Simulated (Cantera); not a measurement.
An adiabatic, constant-volume homogeneous reactor starts with CH₃OH : O₂ : N₂ = 1 : 1.83 : 12.6 (molar parts), at 1250 K and 19.7 atm.

Computed with Cantera and GRI-Mech 3.0 (53 species, 325 reactions). GRI-Mech 3.0 was tuned for natural gas; its chemistry of methanol as a main component is partial and can be far from experiment. The pressure lies above the range GRI-Mech 3.0 was tuned for (to about 10 atm).

One state of this run: T (K) = 2553; P (bar) = 42.3; x CH₃OH = <1e-12; x O₂ = 0.0180; x OH = 0.00400; x CH₂O = 6.07e-11; x NO = 0.00738; x H₂O = 0.122. x: mole fraction; the columns are a selection and need not sum to one.

Q: Which value of t (s) does it belong to?
A) 5.49e-6
B) 1.00
C) 1.51e-5
D) 0.000311

A: B, 1.00
